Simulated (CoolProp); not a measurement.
Vapour-liquid equilibrium of C3F8 (R218) (1) + c-C4F8 (RC318) (2) at 311.9 K; x and y are mole fractions of (1).

Model: multi-fluid Helmholtz-energy mixture model, Lemmon 2006 and Platzer 1990; pair parameters Bell 2016, in CoolProp. This equation is an older, rougher fit; its heat capacities, sound speeds and derivatives of the liquid may be far off and weren't checked against measurements.

| x | bubble pressure (bar) | y at the bubble point | dew pressure at overall composition x (bar) | liquid density (mol/L) |
|---|---|---|---|---|
| 0.05 | 4.849 | 0.069 | 4.818 | 7.211 |
| 0.15 | 5.159 | 0.217 | 5.004 | 7.220 |
| 0.25 | 5.609 | 0.368 | 5.244 | 7.215 |
| 0.35 | 6.198 | 0.507 | 5.548 | 7.196 |
| 0.45 | 6.914 | 0.628 | 5.933 | 7.162 |
| 0.55 | 7.740 | 0.730 | 6.426 | 7.111 |
| 0.65 | 8.654 | 0.812 | 7.070 | 7.040 |
| 0.75 | 9.639 | 0.879 | 7.942 | 6.946 |
| 0.85 | 10.68 | 0.933 | 9.182 | 6.823 |
| 0.95 | 11.78 | 0.979 | 11.06 | 6.664 |

No azeotrope shows between x = 0.05 and 0.95.

Pair parameters are fitted to limited data, so mixtures are less certain than the pure fluids.
